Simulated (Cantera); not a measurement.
A Cantera script and its output.

```python
import numpy as np
import cantera as ct

gas = ct.Solution("gri30.yaml")
gas.TPX = 573, 13332, {'CH3OH': 1, 'O2': 1.15, 'N2': 4.34, 'H2': 0.04}
flame = ct.FreeFlame(gas, width=0.16)
flame.set_refine_criteria(ratio=3, slope=0.08, curve=0.16)
flame.transport_model = "mixture-averaged"
flame.solve(loglevel=0, auto=True)
z, T = flame.grid, flame.T
thick = (T[-1] - T[0]) / np.gradient(T, z).max()
show = ['CH3OH', 'O2', 'H', 'NO2', 'CO2', 'OH']
print(f"laminar burning velocity  {flame.velocity[0] * 100:.3f} cm/s")
print(f"burnt temperature         {T[-1]:.1f} K")
print(f"thermal thickness         {thick * 1e3:.4f} mm")
print(f"grid points               {len(z)}")
z0 = z[flame.heat_release_rate.argmax()]
print(f"{'z/mm':>9s}{'T/K':>9s}{'u/(m/s)':>9s}" + "".join(f"{s:>11s}" for s in show))
rows = []
for k in (-3, -2, -1.5, -1, -0.5, -0.25, 0, 0.25, 0.5, 1, 2, 4, 8):
    zz = z0 + k * thick
    rows.append([k * thick, np.interp(zz, z, T), np.interp(zz, z, flame.velocity),
                 *(np.interp(zz, z, flame.X[gas.species_index(s)]) for s in show)])
    print(f"{rows[-1][0] * 1e3:9.3f}{rows[-1][1]:9.1f}{rows[-1][2]:9.3f}" + "".join(f"{x:11.3e}" for x in rows[-1][3:]))
```

It prints:

```
laminar burning velocity  174.891 cm/s
burnt temperature         2232.8 K
thermal thickness         1.4486 mm
grid points               157
     z/mm      T/K  u/(m/s)      CH3OH         O2          H        NO2        CO2         OH
   -4.346    573.3    1.755  1.526e-01  1.755e-01  2.421e-13  3.705e-11  2.685e-07  1.672e-15
   -2.897    575.6    1.772  1.517e-01  1.743e-01  3.711e-11  4.723e-10  3.912e-06  2.491e-13
   -2.173    585.1    1.815  1.502e-01  1.723e-01  1.104e-09  2.672e-09  2.532e-05  1.966e-11
   -1.449    647.1    2.041  1.443e-01  1.654e-01  5.584e-08  2.083e-08  2.550e-04  4.692e-09
   -0.724    981.2    3.232  1.096e-01  1.343e-01  1.106e-05  1.067e-07  2.668e-03  4.141e-06
   -0.362   1346.7    4.611  6.143e-02  9.918e-02  2.681e-04  1.017e-07  7.015e-03  1.778e-04
    0.000   1713.4    6.102  1.184e-02  6.304e-02  3.163e-03  2.255e-08  1.468e-02  1.783e-03
    0.362   1852.1    6.675  3.911e-04  3.948e-02  1.067e-02  7.463e-10  2.426e-02  4.659e-03
    0.724   1881.4    6.777  3.052e-06  2.434e-02  1.711e-02  3.312e-11  3.409e-02  7.335e-03
    1.449   1905.2    6.830  5.685e-10  1.227e-02  2.253e-02  3.134e-11  4.926e-02  9.401e-03
    2.897   1926.2    6.867  1.923e-13  8.306e-03  2.418e-02  3.747e-11  6.214e-02  9.750e-03
    5.794   1947.4    6.921  5.756e-17  7.314e-03  2.338e-02  5.047e-11  6.654e-02  9.647e-03
   11.589   1977.6    7.012  4.844e-17  6.579e-03  2.117e-02  7.915e-11  6.711e-02  9.445e-03
```

Computed with Cantera and GRI-Mech 3.0 (53 species, 325 reactions). GRI-Mech 3.0 was tuned for natural gas; its chemistry of methanol as a main component is partial and can be far from experiment. Burning velocities carry a grid error of a few per cent, more on coarse grids.
